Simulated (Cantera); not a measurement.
Feed: 1 mol SiHCl3, 1.4 mol C2H2, 900 mol H2, at 1.00 bar.

These are equilibrium values from Cantera (NASA tables, ideal gas, pure condensed phases), not measurements of a reactor. Candidate condensed phases: C, C6H6, C7H8, C8H18, Si, SiC; 109 gas species. Kinetics and transport are ignored. All values below are at 1900 K.

Base state: H2 0.995, HCl 0.00332, H 0.000792, CH4 0.000556, C2H2 (acetylene) 0.000380 (mole fractions); condensed: C(graphite) + SiC(s).

Question: What changes in the equilibrium state with this change: SiHCl3 replaced by Si(CH3)4?

Answer: 
| species | before | after |
|---|---|---|
| H2 | 0.995 | 0.998 |
| H | 0.000792 | 0.000793 |
| CH4 | 0.000556 | 0.000560 |
| HCl | 0.00332 | 0 |
| C2H2 (acetylene) | 0.000380 | 0.000381 |
| C(graphite), mol | 0.598 | 4.59 |
| SiC(s), mol | 0.996 | 0.997 |
